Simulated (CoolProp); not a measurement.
Properties of octamethyltrisiloxane (MDM) at several states.

The numbers come from the reference Helmholtz-energy equation of state, Thol 2017 in CoolProp.

| T (K) | p (MPa) | phase | density (kg/m³) | cp (kJ/(kg K)) | isothermal compressibility (1/MPa) | expansivity (1/kK) |
|---|---|---|---|---|---|---|
| 502.8 | 6.05 | liquid | 613.2 | 2.256 | 0.01057 | 1.918 |
| 456.2 | 1.67 | liquid | 643.9 | 2.183 | 0.009234 | 2.040 |
| 456.1 | 2.74 | liquid | 650.1 | 2.172 | 0.008273 | 1.908 |
| 198.7 | 0.0692 | liquid | 912.9 | 1.637 | 0.0008265 | 1.073 |
| 571.3 | 0.116 | gas | 5.933 | 2.094 | 8.859 | 1.940 |
